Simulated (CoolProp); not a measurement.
Ethylene along the isotherm 154.6 K: density (kg/m³) from the reference equation and from simpler models built on Tc = 282.4 K, pc = 5.042 MPa, ω = 0.087; each cubic takes its own stable root.

Model: reference Helmholtz-energy equation of state, Smukala 2000, in CoolProp.

| p (MPa) | phase | reference | Redlich-Kwong | Peng-Robinson |
|---|---|---|---|---|
| 0.54 | liquid | 588.8 | 569.0 | 640.7 |
| 1.08 | liquid | 589.2 | 569.5 | 641.2 |
| 1.62 | liquid | 589.7 | 570.0 | 641.7 |
| 2.16 | liquid | 590.1 | 570.6 | 642.2 |
| 2.7 | liquid | 590.5 | 571.1 | 642.7 |
| 3.24 | liquid | 591.0 | 571.6 | 643.2 |
| 3.78 | liquid | 591.4 | 572.1 | 643.7 |
| 4.32 | liquid | 591.9 | 572.6 | 644.1 |
| 4.86 | liquid | 592.3 | 573.1 | 644.6 |
| 5.4 | liquid | 592.7 | (withheld) | 645.1 |
| 5.94 | liquid | 593.2 | 574.1 | 645.6 |
| 6.48 | liquid | 593.6 | 574.6 | (withheld) |
| 7.02 | liquid | (withheld) | 575.0 | 646.5 |
| 7.56 | liquid | 594.4 | 575.5 | 646.9 |

**Question.** Some entries are withheld; supply them.

**Answer.** 
- 5.4, Redlich-Kwong: 573.6
- 6.48, Peng-Robinson: 646.0
- 7.02, reference: 594.0
